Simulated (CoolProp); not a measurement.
Saturation properties of CHF3 (R23).

Model: reference Helmholtz-energy equation of state, Penoncello 2003, in CoolProp.

```json
[
 {"T (°C)": "-48.05", "p (kPa)": "518.2", "vapour Z": "0.8785", "surface tension (mN/m)": "10.6", "vapour viscosity (µPa s)": "11.3"},
 {"T (°C)": "-43.45", "p (kPa)": "620.4", "vapour Z": "0.8635", "surface tension (mN/m)": "9.76", "vapour viscosity (µPa s)": "11.6"},
 {"T (°C)": "-38.85", "p (kPa)": "737.1", "vapour Z": "0.8472", "surface tension (mN/m)": "8.95", "vapour viscosity (µPa s)": "11.9"},
 {"T (°C)": "-34.25", "p (kPa)": "869.7", "vapour Z": "0.8297", "surface tension (mN/m)": "8.15", "vapour viscosity (µPa s)": "12.1"},
 {"T (°C)": "-29.65", "p (kPa)": "1019", "vapour Z": "0.8108", "surface tension (mN/m)": "7.37", "vapour viscosity (µPa s)": "12.4"},
 {"T (°C)": "-25.05", "p (kPa)": "1188", "vapour Z": "0.7905", "surface tension (mN/m)": "6.60", "vapour viscosity (µPa s)": "12.7"},
 {"T (°C)": "-20.45", "p (kPa)": "1376", "vapour Z": "0.7687", "surface tension (mN/m)": "5.85", "vapour viscosity (µPa s)": "13.1"},
 {"T (°C)": "-15.85", "p (kPa)": "1585", "vapour Z": "0.7452", "surface tension (mN/m)": "5.11", "vapour viscosity (µPa s)": "13.4"},
 {"T (°C)": "-11.25", "p (kPa)": "1818", "vapour Z": "0.7198", "surface tension (mN/m)": "4.39", "vapour viscosity (µPa s)": "13.8"},
 {"T (°C)": "-6.65", "p (kPa)": "2075", "vapour Z": "0.6923", "surface tension (mN/m)": "3.70", "vapour viscosity (µPa s)": "14.2"},
 {"T (°C)": "-2.05", "p (kPa)": "2359", "vapour Z": "0.6623", "surface tension (mN/m)": "3.03", "vapour viscosity (µPa s)": "14.7"}
]
```

It boils at -82.0 °C under 1 atm.

Viscosity comes from a separate model (Shan 2000). Surface tension comes from a separate correlation (Mulero 2012).
